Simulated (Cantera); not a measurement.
An adiabatic, constant-volume homogeneous reactor starts with CO : H2 : O2 : N2 : CO2 = 1 : 0.95 : 0.65 : 6.5 : 0.82 (molar parts), at 1550 K and 100000 Pa.

Cantera simulation using GRI-Mech 3.0 (53 species, 325 reactions); the numbers are that mechanism's predictions, not measurements.

x: mole fraction; the columns are a selection and need not sum to one.

```json
[
 {"t (s)": "9.00e-6", "T (K)": "1550", "P (bar)": "1.00", "x CO": "0.101", "x H2": "0.0957", "x O2": "0.0655", "x NO": "<1e-12", "x O": "2.53e-6", "x H2O2": "9.94e-9"},
 {"t (s)": "2.07e-5", "T (K)": "1555", "P (bar)": "1.00", "x CO": "0.101", "x H2": "0.0886", "x O2": "0.0623", "x NO": "2.57e-9", "x O": "0.000778", "x H2O2": "1.80e-7"},
 {"t (s)": "4.77e-5", "T (K)": "1789", "P (bar)": "1.14", "x CO": "0.0930", "x H2": "0.0160", "x O2": "0.0211", "x NO": "1.40e-5", "x O": "0.0124", "x H2O2": "4.63e-7"},
 {"t (s)": "0.000110", "T (K)": "___", "P (bar)": "1.28", "x CO": "0.0915", "x H2": "___", "x O2": "___", "x NO": "___", "x O": "___", "x H2O2": "___"},
 {"t (s)": "0.000253", "T (K)": "2274", "P (bar)": "1.40", "x CO": "0.0844", "x H2": "0.0114", "x O2": "0.0115", "x NO": "9.27e-5", "x O": "0.00381", "x H2O2": "9.44e-8"},
 {"t (s)": "0.000583", "T (K)": "2431", "P (bar)": "1.49", "x CO": "0.0762", "x H2": "0.00934", "x O2": "0.00655", "x NO": "0.000212", "x O": "0.00168", "x H2O2": "6.26e-8"},
 {"t (s)": "0.00134", "T (K)": "2505", "P (bar)": "1.52", "x CO": "0.0716", "x H2": "0.00839", "x O2": "0.00389", "x NO": "0.000448", "x O": "0.000883", "x H2O2": "5.04e-8"},
 {"t (s)": "0.00309", "T (K)": "2517", "P (bar)": "1.53", "x CO": "0.0708", "x H2": "0.00825", "x O2": "0.00330", "x NO": "0.000867", "x O": "0.000738", "x H2O2": "4.68e-8"},
 {"t (s)": "0.00711", "T (K)": "2514", "P (bar)": "1.53", "x CO": "0.0711", "x H2": "0.00831", "x O2": "0.00314", "x NO": "0.00157", "x O": "0.000706", "x H2O2": "4.53e-8"},
 {"t (s)": "0.0164", "T (K)": "2510", "P (bar)": "1.53", "x CO": "0.0714", "x H2": "0.00838", "x O2": "0.00299", "x NO": "___", "x O": "0.000677", "x H2O2": "4.38e-8"},
 {"t (s)": "0.0377", "T (K)": "2508", "P (bar)": "1.52", "x CO": "0.0715", "x H2": "0.00840", "x O2": "0.00293", "x NO": "0.00258", "x O": "0.000666", "x H2O2": "4.32e-8"},
 {"t (s)": "0.0869", "T (K)": "2508", "P (bar)": "1.52", "x CO": "0.0715", "x H2": "0.00841", "x O2": "0.00293", "x NO": "0.00260", "x O": "0.000666", "x H2O2": "4.32e-8"},
 {"t (s)": "0.200", "T (K)": "2508", "P (bar)": "1.52", "x CO": "0.0715", "x H2": "0.00841", "x O2": "0.00293", "x NO": "0.00260", "x O": "0.000666", "x H2O2": "4.32e-8"}
]
```

Problem. Some entries are withheld; supply them.

Solution. 
- 0.000110, T (K): 2051
- 0.000110, x H2: 0.0140
- 0.000110, x O2: 0.0169
- 0.000110, x NO: 4.36e-5
- 0.000110, x O: 0.00762
- 0.000110, x H2O2: 1.86e-7
- 0.0164, x NO: 0.00232
